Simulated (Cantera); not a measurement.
Cantera run:

```python
import numpy as np
import cantera as ct

gas_names = """
    H HO2 H2 H2O H2O2 O OH O2 O3 P PH PH3 PO PO2 P2 P4 P4O10
""".split()
cond_names = """
    H2O(s) H2O(L) P(cr) P(L) P4O10(s)
""".split()


def load(file, names, dense=False):
    # The tables refer to 1 bar. Condensed volumes are neglected.
    table = {s.name: s for s in ct.Species.list_from_file(file)}
    out = []
    for n in names:
        d = dict(table[n].input_data)
        d["thermo"] = dict(d["thermo"], **{"reference-pressure": 1e5})
        if dense:
            d["equation-of-state"] = {"model": "constant-volume", "density": "1e6 g/cm^3"}
        out.append(ct.Species.from_dict(d))
    return out


gas = ct.Solution(thermo="ideal-gas", species=load("nasa_gas.yaml", gas_names))
cond = {s.name: ct.Solution(thermo="fixed-stoichiometry", species=[s], name=s.name)
        for s in load("nasa_condensed.yaml", cond_names, dense=True)}
atoms = {
    'PH3': {'P': 1, 'H': 3},
    'O2': {'O': 2},
}
top_T = {'P4O10(s)': 690}  # K; cautious upper limits of use, not melting points


def equilibrate(T, P, feed):
    n = {}
    for name, mol in feed.items():
        for a, k in atoms[name].items():
            n[a] = n.get(a, 0.0) + k * mol
    gas.TPX = T, P, n
    mass = sum(n.values()) * gas.mean_molecular_weight
    gas.equilibrate("TP")
    valid = [c for c in cond.values() if c.min_temp <= T <= top_T.get(c.name, c.max_temp)]
    mix = ct.Mixture([(gas, mass / gas.mean_molecular_weight)] + [(c, 0.0) for c in valid])
    mix.T, mix.P = T, P
    mix.equilibrate("TP", solver="vcs", rtol=1e-11, max_steps=5000)
    return mix


results = []
T = 2948.15  # K
P = 25  # Pa
for m in [0.042, 0.064, 0.099, 0.15, 0.24, 0.37, 0.57, 0.88, 1.4, 2.1, 3.3]:
    feed = {'PH3': 1, 'O2': m}  # mol
    mix = equilibrate(T, P, feed)
    results.append((T, P, feed, dict(zip(mix.species_names, mix.species_moles))))
    x = sorted(zip(gas.X, gas.species_names), reverse=True)
    print(f"T = {T:g} K  P = {P:g} Pa  n(O2) = {m:g} mol  gas = {mix.phase_moles(0):.4g} mol")
    print("   x: " + "  ".join(f"{s} {v:.3e}" for v, s in x if v > 1e-06))
    print("   condensed (mol): " + ("  ".join(f"{mix.phase(i).name} {mix.phase_moles(i):.4g}"
          for i in range(1, mix.n_phases) if mix.phase_moles(i) > 1e-12) or "none"))
```

It prints:

```
T = 2948.15 K  P = 25 Pa  n(O2) = 0.042 mol  gas = 3.972 mol
   x: H 7.398e-01  P 2.266e-01  PO 1.558e-02  H2 7.589e-03  O 5.462e-03  P2 4.726e-03  OH 9.086e-05  PH 8.675e-05  PO2 4.685e-06  H2O 2.923e-06
   condensed (mol): none
T = 2948.15 K  P = 25 Pa  n(O2) = 0.064 mol  gas = 3.986 mol
   x: H 7.373e-01  P 2.186e-01  PO 2.343e-02  O 8.515e-03  H2 7.537e-03  P2 4.396e-03  OH 1.412e-04  PH 8.339e-05  PO2 1.098e-05  H2O 4.526e-06  O2 2.031e-06
   condensed (mol): none
T = 2948.15 K  P = 25 Pa  n(O2) = 0.099 mol  gas = 4.009 mol
   x: H 7.331e-01  P 2.061e-01  PO 3.543e-02  O 1.366e-02  H2 7.451e-03  P2 3.909e-03  OH 2.252e-04  PH 7.818e-05  PO2 2.665e-05  H2O 7.178e-06  O2 5.226e-06
   condensed (mol): none
T = 2948.15 K  P = 25 Pa  n(O2) = 0.15 mol  gas = 4.045 mol
   x: H 7.265e-01  P 1.887e-01  PO 5.182e-02  O 2.182e-02  H2 7.318e-03  P2 3.277e-03  OH 3.565e-04  PH 7.094e-05  PO2 6.226e-05  O2 1.333e-05  H2O 1.126e-05
   condensed (mol): none
T = 2948.15 K  P = 25 Pa  n(O2) = 0.24 mol  gas = 4.118 mol
   x: H 7.136e-01  P 1.606e-01  PO 7.727e-02  O 3.824e-02  H2 7.060e-03  P2 2.373e-03  OH 6.135e-04  PO2 1.627e-04  PH 5.929e-05  O2 4.094e-05  H2O 1.904e-05
   condensed (mol): none
T = 2948.15 K  P = 25 Pa  n(O2) = 0.37 mol  gas = 4.248 mol
   x: H 6.918e-01  P 1.264e-01  PO 1.057e-01  O 6.644e-02  H2 6.635e-03  P2 1.469e-03  OH 1.034e-03  PO2 3.866e-04  O2 1.236e-04  PH 4.523e-05  H2O 3.109e-05
   condensed (mol): none
T = 2948.15 K  P = 25 Pa  n(O2) = 0.57 mol  gas = 4.502 mol
   x: H 6.528e-01  PO 1.313e-01  O 1.177e-01  P 8.857e-02  H2 5.907e-03  OH 1.728e-03  PO2 8.508e-04  P2 7.219e-04  O2 3.882e-04  H2O 4.905e-05  PH 2.992e-05
   condensed (mol): none
T = 2948.15 K  P = 25 Pa  n(O2) = 0.88 mol  gas = 4.989 mol
   x: H 5.889e-01  O 2.022e-01  PO 1.423e-01  P 5.592e-02  H2 4.808e-03  OH 2.678e-03  PO2 1.585e-03  O2 1.145e-03  P2 2.878e-04  H2O 6.857e-05  PH 1.704e-05
   condensed (mol): none
T = 2948.15 K  P = 25 Pa  n(O2) = 1.4 mol  gas = 5.92 mol
   x: H 4.962e-01  O 3.249e-01  PO 1.337e-01  P 3.268e-02  OH 3.625e-03  H2 3.413e-03  O2 2.957e-03  PO2 2.391e-03  P2 9.827e-05  H2O 7.821e-05  PH 8.390e-06
   condensed (mol): none
T = 2948.15 K  P = 25 Pa  n(O2) = 2.1 mol  gas = 7.241 mol
   x: O 4.445e-01  H 4.055e-01  PO 1.147e-01  P 2.050e-02  O2 5.533e-03  OH 4.053e-03  PO2 2.807e-03  H2 2.280e-03  H2O 7.147e-05  P2 3.868e-05  PH 4.302e-06
   condensed (mol): none
T = 2948.15 K  P = 25 Pa  n(O2) = 3.3 mol  gas = 9.552 mol
   x: O 5.734e-01  H 3.074e-01  PO 8.944e-02  P 1.239e-02  O2 9.209e-03  OH 3.963e-03  PO2 2.824e-03  H2 1.310e-03  H2O 5.297e-05  P2 1.413e-05  PH 1.971e-06
   condensed (mol): none
```

Method: chemical equilibrium by Gibbs-energy minimisation in Cantera with the NASA 1993 tables (ideal gas, pure condensed phases). Gases not in the tables: HPO2, HPO3 and P4O6.
